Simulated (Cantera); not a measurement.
Feed: 1 mol SiC, 0.043 mol O₂, 290 mol N₂, at 5900 Pa.

Method: chemical equilibrium by Gibbs-energy minimisation in Cantera with the NASA 1993 tables (ideal gas, pure condensed phases). Candidate condensed phases: C, Si, SiC, SiO₂, Si₂N₂O, Si₃N₄; 34 gas species. N₂ is the only nitrogen source here; it is nearly inert below about 1500 K, so the nitride shown seldom forms there in practice. Mutual solubility and eutectic melting of coexisting phases are not modelled. Rates play no part.

x: gas mole fraction; n: condensed amount in mol.

```json
[
 {"T (°C)": "652", "x N₂": "1.00", "x CO": "[?]", "x SiO": "<1e-12", "x Si": "<1e-12", "x C₂N₂": "<1e-12", "x SiN": "<1e-12", "n C(graphite)": "1.00", "n Si₂N₂O(s)": "0.0860", "n Si₃N₄(s)": "0.276", "n SiC(s)": "0"},
 {"T (°C)": "702", "x N₂": "1.00", "x CO": "[?]", "x SiO": "<1e-12", "x Si": "<1e-12", "x C₂N₂": "<1e-12", "x SiN": "<1e-12", "n C(graphite)": "1.00", "n Si₂N₂O(s)": "0.0860", "n Si₃N₄(s)": "0.276", "n SiC(s)": "0"},
 {"T (°C)": "752", "x N₂": "1.00", "x CO": "[?]", "x SiO": "<1e-12", "x Si": "<1e-12", "x C₂N₂": "<1e-12", "x SiN": "<1e-12", "n C(graphite)": "1.000", "n Si₂N₂O(s)": "0.0860", "n Si₃N₄(s)": "0.276", "n SiC(s)": "0"},
 {"T (°C)": "802", "x N₂": "1.00", "x CO": "[?]", "x SiO": "<1e-12", "x Si": "<1e-12", "x C₂N₂": "<1e-12", "x SiN": "<1e-12", "n C(graphite)": "1.000", "n Si₂N₂O(s)": "0.0860", "n Si₃N₄(s)": "0.276", "n SiC(s)": "0"},
 {"T (°C)": "852", "x N₂": "1.00", "x CO": "[?]", "x SiO": "<1e-12", "x Si": "<1e-12", "x C₂N₂": "<1e-12", "x SiN": "<1e-12", "n C(graphite)": "1.000", "n Si₂N₂O(s)": "0.0860", "n Si₃N₄(s)": "0.276", "n SiC(s)": "0"},
 {"T (°C)": "902", "x N₂": "1.00", "x CO": "[?]", "x SiO": "3.48e-12", "x Si": "<1e-12", "x C₂N₂": "3.38e-12", "x SiN": "<1e-12", "n C(graphite)": "1.000", "n Si₂N₂O(s)": "0.0859", "n Si₃N₄(s)": "0.276", "n SiC(s)": "0"},
 {"T (°C)": "952", "x N₂": "1.000", "x CO": "[?]", "x SiO": "3.97e-11", "x Si": "<1e-12", "x C₂N₂": "1.25e-11", "x SiN": "<1e-12", "n C(graphite)": "1.000", "n Si₂N₂O(s)": "0.0855", "n Si₃N₄(s)": "0.276", "n SiC(s)": "0"},
 {"T (°C)": "1002", "x N₂": "1.000", "x CO": "[?]", "x SiO": "3.74e-10", "x Si": "<1e-12", "x C₂N₂": "4.15e-11", "x SiN": "<1e-12", "n C(graphite)": "0.998", "n Si₂N₂O(s)": "0.0844", "n Si₃N₄(s)": "0.277", "n SiC(s)": "0"},
 {"T (°C)": "1052", "x N₂": "1.000", "x CO": "[?]", "x SiO": "2.96e-9", "x Si": "1.02e-12", "x C₂N₂": "1.26e-10", "x SiN": "<1e-12", "n C(graphite)": "0.995", "n Si₂N₂O(s)": "0.0807", "n Si₃N₄(s)": "0.280", "n SiC(s)": "0"},
 {"T (°C)": "1102", "x N₂": "1.000", "x CO": "[?]", "x SiO": "2.01e-8", "x Si": "1.00e-11", "x C₂N₂": "3.55e-10", "x SiN": "5.59e-12", "n C(graphite)": "0.984", "n Si₂N₂O(s)": "0.0704", "n Si₃N₄(s)": "0.286", "n SiC(s)": "0"},
 {"T (°C)": "1152", "x N₂": "1.000", "x CO": "[?]", "x SiO": "1.19e-7", "x Si": "8.36e-11", "x C₂N₂": "9.26e-10", "x SiN": "3.65e-11", "n C(graphite)": "0.957", "n Si₂N₂O(s)": "0.0433", "n Si₃N₄(s)": "0.304", "n SiC(s)": "0"},
 {"T (°C)": "1202", "x N₂": "1.000", "x CO": "0.000297", "x SiO": "4.90e-7", "x Si": "6.03e-10", "x C₂N₂": "2.26e-9", "x SiN": "2.10e-10", "n C(graphite)": "0.914", "n Si₂N₂O(s)": "0", "n Si₃N₄(s)": "0.333", "n SiC(s)": "0"},
 {"T (°C)": "1252", "x N₂": "1.000", "x CO": "0.000295", "x SiO": "1.42e-6", "x Si": "3.82e-9", "x C₂N₂": "2.36e-9", "x SiN": "1.07e-9", "n C(graphite)": "0", "n Si₂N₂O(s)": "0", "n Si₃N₄(s)": "0.0284", "n SiC(s)": "0.914"}
]
```

What belongs in the gaps?


- 652, x CO: 4.24e-11
- 702, x CO: 3.89e-10
- 752, x CO: 2.86e-9
- 802, x CO: 1.74e-8
- 852, x CO: 9.01e-8
- 902, x CO: 4.04e-7
- 952, x CO: 1.60e-6
- 1002, x CO: 5.68e-6
- 1052, x CO: 1.83e-5
- 1102, x CO: 5.40e-5
- 1152, x CO: 0.000148
